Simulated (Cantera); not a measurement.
What does this Cantera script print?

```python
import numpy as np
import cantera as ct

gas_names = """
    B BCL BCLF BCL2 BCL3 BF BF2 BF3 BN B2 CL CLF CLF3 CL2 F F2 N NF NF2 NF3 N2
""".split()
cond_names = """
    B(b) B(L) BN(s)
""".split()


def load(file, names, dense=False):
    # The tables refer to 1 bar. Condensed volumes are neglected.
    table = {s.name: s for s in ct.Species.list_from_file(file)}
    out = []
    for n in names:
        d = dict(table[n].input_data)
        d["thermo"] = dict(d["thermo"], **{"reference-pressure": 1e5})
        if dense:
            d["equation-of-state"] = {"model": "constant-volume", "density": "1e6 g/cm^3"}
        out.append(ct.Species.from_dict(d))
    return out


gas = ct.Solution(thermo="ideal-gas", species=load("nasa_gas.yaml", gas_names))
cond = {s.name: ct.Solution(thermo="fixed-stoichiometry", species=[s], name=s.name)
        for s in load("nasa_condensed.yaml", cond_names, dense=True)}
atoms = {
    'BN': {'B': 1, 'N': 1},
    'Cl2': {'CL': 2},
    'NF3': {'N': 1, 'F': 3},
}
top_T = {'BN(s)': 3200}  # K; cautious upper limits of use, not melting points


def equilibrate(T, P, feed):
    n = {}
    for name, mol in feed.items():
        for a, k in atoms[name].items():
            n[a] = n.get(a, 0.0) + k * mol
    gas.TPX = T, P, n
    mass = sum(n.values()) * gas.mean_molecular_weight
    gas.equilibrate("TP")
    valid = [c for c in cond.values() if c.min_temp <= T <= top_T.get(c.name, c.max_temp)]
    mix = ct.Mixture([(gas, mass / gas.mean_molecular_weight)] + [(c, 0.0) for c in valid])
    mix.T, mix.P = T, P
    mix.equilibrate("TP", solver="vcs", rtol=1e-11, max_steps=5000)
    return mix


results = []
feed = {'BN': 1, 'Cl2': 10, 'NF3': 1.4}  # mol
T = 1623  # K
for P in [1, 10, 100, 1000, 10000, 100000]:
    mix = equilibrate(T, P, feed)
    results.append((T, P, feed, dict(zip(mix.species_names, mix.species_moles))))

top = {s: max(r[3][s] / sum(r[3][g] for g in gas_names) for r in results) for s in gas_names}
cols = sorted((s for s in top if top[s] > 0.0001), key=lambda s: -top[s])[:6]
seen = [c for c in cond_names if any(r[3].get(c, 0) > 1e-12 for r in results)]
print("log10 of partial pressures in bar; condensed amounts in mol")
print(f"{'P/Pa':>10s}" + "".join(f"{s[:9]:>10s}" for s in cols + seen))
for T, P, feed, n in results:
    ng = sum(n[g] for g in gas_names)
    print(f"{P:10.4g}" + "".join(f"{np.log10(max(n[s] / ng * P / 1e5, 1e-99)):10.3f}" for s in cols)
          + "".join(f"{n.get(c, 0):10.4g}" for c in seen))
```

Output:

```
log10 of partial pressures in bar; condensed amounts in mol
      P/Pa        CL       CL2        N2       CLF       BF3         F
         1    -5.068    -8.336    -6.290    -9.248    -6.369    -6.290
        10    -4.071    -6.340    -5.288    -7.252    -5.367    -5.293
       100    -3.093    -4.385    -4.270    -5.296    -4.350    -4.313
      1000    -2.226    -2.650    -3.193    -3.555    -3.272    -3.440
     1e+04    -1.554    -1.306    -2.098    -2.204    -2.177    -2.761
     1e+05    -0.995    -0.189    -1.052    -1.084    -1.131    -2.200
```

Method: chemical equilibrium by Gibbs-energy minimisation in Cantera with the NASA 1993 tables (ideal gas, pure condensed phases).
